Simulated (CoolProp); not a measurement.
Properties of R123 along the isotherm 186.05 °C (Tc = 183.7 °C, pc = 36.62 bar, ω = 0.282).

Values from CoolProp's reference Helmholtz-energy equation of state, Younglove 1994. It is a modified Benedict-Webb-Rubin equation, recast in Helmholtz form.

| p (bar) | phase | density (kg/m³) | Joule-Thomson coefficient (K/MPa) | expansivity (1/kK) | Prandtl number |
|---|---|---|---|---|---|
| 0.289 | gas | 1.161 | 9.865 | 2.199 | 0.730 |
| 0.549 | gas | 2.210 | 9.888 | 2.218 | 0.730 |
| 1.04 | gas | 4.206 | 9.933 | 2.254 | 0.730 |
| 1.97 | gas | 8.039 | 10.02 | 2.325 | 0.730 |
| 3.74 | gas | 15.53 | 10.20 | 2.471 | 0.731 |
| 7.09 | gas | 30.49 | 10.57 | 2.787 | 0.736 |
| 13.4 | gas | 62.14 | 11.44 | 3.588 | 0.756 |
| 25.5 | gas | 145.0 | 14.23 | 7.104 | 0.903 |
| 48.3 | supercritical | 865.5 | 2.988 | 12.04 | 3.31 |
| 91.5 | supercritical | 1014 | 0.7368 | 4.244 | 2.89 |

Viscosity comes from a separate model (Tanaka 1996). Thermal conductivity comes from a separate model (Laesecke 1996).
